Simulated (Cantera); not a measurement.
Feed: 1 mol FeS2, 0.27 mol SO3, 0.25 mol O2, at 1425 K.

Cantera equilibrium calculation (NASA polynomials, part measured and part estimated; ideal gas, pure solids and liquids). Candidate condensed phases: Fe, FeO, FeS, FeSO4, FeS2, Fe2O3, Fe2(SO4)3, Fe3O4, S; 12 gas species. Metal and sulfide melt together well below either melting point, which pure phases cannot show. Mutual solubility and eutectic melting of coexisting phases are not modelled. The tables' stoichiometric FeO is somewhat more stable than real wüstite, so its field is too wide. FeO, FeS: taken at fixed stoichiometry. Equilibrium is a limit: real reactors are often held back by kinetics, nucleation or transport.

x: gas mole fraction; n: condensed amount in mol.

```tsv
P (Pa)	x SO2	x S2	x S2O	x SO	x S	n FeO(s)	n FeS(s)
1000	0.654	0.330	0.00566	?	9.36e-5	0.0258	0.974
2300	0.673	0.312	0.00678	?	6.00e-5	0	1.00
5400	0.673	0.312	0.00838	?	3.91e-5	0	1.00
13000	0.674	0.311	0.0104	?	2.52e-5	0	1.00
29000	0.673	0.310	0.0127	?	1.68e-5	0	1.00
68000	0.673	0.308	0.0156	?	1.10e-5	0	1.00
160000	0.672	0.306	0.0193	?	7.12e-6	0	1.00
370000	0.671	0.303	0.0236	?	4.66e-6	0	1.00
860000	0.670	0.300	0.0288	?	3.04e-6	0	1.00
2000000	0.668	0.295	0.0352	?	1.98e-6	0	1.00
```

Some entries are withheld; supply them.


- 1000, x SO: 0.00999
- 2300, x SO: 0.00811
- 5400, x SO: 0.00655
- 13000, x SO: 0.00526
- 29000, x SO: 0.00430
- 68000, x SO: 0.00347
- 160000, x SO: 0.00279
- 370000, x SO: 0.00226
- 860000, x SO: 0.00182
- 2000000, x SO: 0.00147
